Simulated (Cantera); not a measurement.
A closed system holds: 1 mol Pb, 27 mol H2, equilibrated at 7.50 Torr.

Cantera equilibrium calculation (NASA polynomials, part measured and part estimated; ideal gas, pure solids and liquids). Candidate condensed phases: Pb; 4 gas species. The numbers say what is thermodynamically allowed, not how fast it happens.

Task: What share of the Pb ends up in condensed phases as a function of T (K), at 700, 775, 850, 925, 1000, 1075, 1150, 1225, 1300, 1375, 1450, 1525, 1600?

Result: 
```json
[
 {"T (K)": "700", "Pb condensed (%)": "100.0", "as": "Pb(l)"},
 {"T (K)": "775", "Pb condensed (%)": "100.0", "as": "Pb(l)"},
 {"T (K)": "850", "Pb condensed (%)": "99.9", "as": "Pb(l)"},
 {"T (K)": "925", "Pb condensed (%)": "99.3", "as": "Pb(l)"},
 {"T (K)": "1000", "Pb condensed (%)": "95.6", "as": "Pb(l)"},
 {"T (K)": "1075", "Pb condensed (%)": "79.3", "as": "Pb(l)"},
 {"T (K)": "1150", "Pb condensed (%)": "19.4", "as": "Pb(l)"},
 {"T (K)": "1225", "Pb condensed (%)": "0.0", "as": "-"},
 {"T (K)": "1300", "Pb condensed (%)": "0.0", "as": "-"},
 {"T (K)": "1375", "Pb condensed (%)": "0.0", "as": "-"},
 {"T (K)": "1450", "Pb condensed (%)": "0.0", "as": "-"},
 {"T (K)": "1525", "Pb condensed (%)": "0.0", "as": "-"},
 {"T (K)": "1600", "Pb condensed (%)": "0.0", "as": "-"}
]
```
